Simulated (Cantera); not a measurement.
An isothermal, constant-pressure homogeneous reactor starts with N₂O : N₂ = 1 : 0.53 (molar parts), at 1075 K and 0.0190 bar.

Detailed kinetics in Cantera: GRI-Mech 3.0 (53 species, 325 reactions). GRI-Mech 3.0 was tuned for natural gas; its chemistry of N2O as a main component is partial and can be far from experiment. Radical loss at walls, strong at low pressure, is not modelled. The mechanism lacks the step 2 NO + O2 → 2 NO2, which can matter for NO2 below about 1400 K. The temperature is held fixed by assumption; the heat of reaction is taken as removed at once.

**Question.** Predict: x(N₂O) at 200 s; x(NO₂) at 200 s; x(NO) at 200 s; x(N₂) at 200 s; x(O₂) at 200 s; x(O) at 200 s.

**Answer.** 
```json
{
  "x(N₂O) at 200 s": "0.528 (gas-phase equilibrium 7.42e-10)",
  "x(NO₂) at 200 s": "1.64e-6 (gas-phase equilibrium 3.53e-7)",
  "x(NO) at 200 s": "0.00572 (gas-phase equilibrium 7.18e-5)",
  "x(N₂) at 200 s": "0.422 (gas-phase equilibrium 0.754)",
  "x(O₂) at 200 s": "0.0445 (gas-phase equilibrium 0.246)",
  "x(O) at 200 s": "2.05e-7 (gas-phase equilibrium 4.75e-9)"
}
```
